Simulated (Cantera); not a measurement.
A perfectly stirred reactor is fed with 4.12 % CH4, 1.40 % H2, 19.9 % O2, 74.6 % N2, equivalence ratio 0.45, at 750 Torr; it is adiabatic with a 775 K inlet, and is followed from long to short residence time, starting on the burning branch (τ in s: 0.024, 0.01, 0.0045, 0.0019, 0.00082, 0.00035, 0.00015, 6.5e-05, 2.8e-05).

Computed with Cantera and GRI-Mech 3.0 (53 species, 325 reactions).

One state of this run: T (K) = 1652; x CH4 = 0.000358; x H2 = 0.00199; x O2 = 0.113; x NO = 3.96e-6; x C2H4 = 5.92e-8; x C2H6 = 1.51e-8; x H2O2 = 6.27e-7. x: mole fraction; the columns are a selection and need not sum to one.

### Question
Which value of τ (s) does it belong to?
(A) 0.00035
(B) 0.00082
(C) 2.8e-5
(D) 6.5e-5

### Answer
A, 0.00035
